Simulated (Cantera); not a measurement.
Feed: 1 mol C₂F₆, 1.4 mol HCl, 0.12 mol H₂, equilibrated at 648.15 K and 0.133 bar.

Method: chemical equilibrium by Gibbs-energy minimisation in Cantera with the NASA 1993 tables (ideal gas, pure condensed phases). Candidate condensed phases: C, C₆H₆, C₇H₈, C₈H₁₈; 118 gas species. The feed counts by its element totals alone. Condensed phases not in the tables: fluorocarbon polymer. Gases not in the tables: C₂F₆ and larger saturated fluorocarbons. The numbers say what is thermodynamically allowed, not how fast it happens.

Base state: CF₄ 0.464, HCl 0.450, HF 0.0820, CClF₃ 0.00257, Cl₂ 0.000740, CCl₂F₂ 3.65e-5 (mole fractions); condensed: C(graphite).

Problem. What changes in the equilibrium state with this change: temperature from 648.15 K to 773 K?

Solution. 
```tsv
species	before	after
CF₄	0.464	0.453
HCl	0.450	0.425
HF	0.0820	0.105
Cl₂	0.000740	0.00985
CCl₂F₂	3.65e-5	0.000229
CClF₃	0.00257	0.00744
C(graphite), mol	0.561	0.575
```
